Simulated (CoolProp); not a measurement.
Saturated liquid density (kg/m³) of R152A: the reference equation beside estimates from Tc = 386.4 K, pc = 45.17 bar, ω = 0.275. Rackett uses Z = 0.29056 − 0.08775 ω.

Values from CoolProp's reference Helmholtz-energy equation of state, Outcalt 1996. It is a modified Benedict-Webb-Rubin equation, recast in Helmholtz form.

```tsv
T (K)	reference	Rackett	van der Waals	Redlich-Kwong	Soave-Redlich-Kwong	Peng-Robinson
208.3	1093	1006	595.2	881.3	905.2	(withheld)
215.1	1079	994.5	(withheld)	870.5	895.8	1009
222	1066	982.4	582.2	859.3	885.8	998.8
228.8	1053	970.2	575.5	847.8	875.6	(withheld)
235.6	1039	957.9	568.6	836.0	865.0	976.4
242.5	(withheld)	945.1	561.4	823.6	853.7	964.2
249.3	1011	932.2	554.1	810.9	842.1	951.7
256.2	996.3	918.9	546.5	797.6	829.8	938.3
263	981.6	905.5	538.8	(withheld)	817.1	924.5
269.8	966.6	891.7	530.8	769.9	803.8	910.0
276.7	951.0	877.3	522.5	755.0	789.6	894.5
283.5	(withheld)	862.8	513.9	739.8	775.0	878.3
```

Q: What belongs in the gaps?

A: 
- 208.3, Peng-Robinson: 1019
- 215.1, van der Waals: 588.8
- 228.8, Peng-Robinson: 987.8
- 242.5, reference: 1025
- 263, Redlich-Kwong: 784.0
- 283.5, reference: 935.2

Absolute difference from the reference over all 12 rows, mean and median: Rackett 7.8 and 7.8 %, van der Waals 45.2 and 45.2 %, Redlich-Kwong 19.9 and 19.7 %, Soave-Redlich-Kwong 16.9 and 16.8 %, Peng-Robinson 6.1 and 6.0 %.
